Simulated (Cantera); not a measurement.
## Ignition delay

Mixture: CH4 : C2H6 : C3H8 : O2 : N2 : H2O = 1 : 0.035 : 0.65 : 4.48 : 16.8 : 5.5 (molar parts), at 5.00 bar, adiabatic and at constant volume. Ignition delay is the time to a rise of 400 K.

Model: GRI-Mech 3.0 (53 species, 325 reactions), integrated in Cantera. GRI-Mech 3.0 was tuned for natural gas; its chemistry of propane as a main component is partial and can be far from experiment.

```json
[
 {"T0 (K)": "1098", "delay (ms)": "17.5"},
 {"T0 (K)": "1173", "delay (ms)": "4.74"},
 {"T0 (K)": "1248", "delay (ms)": "1.34"},
 {"T0 (K)": "1323", "delay (ms)": "0.417"},
 {"T0 (K)": "1398", "delay (ms)": "0.149"},
 {"T0 (K)": "1473", "delay (ms)": "0.0610"},
 {"T0 (K)": "1548", "delay (ms)": "0.0286"}
]
```

| Quantity | Result |
|---|---|
| apparent activation energy between 1398 and 1548 K | 200 kJ/mol |
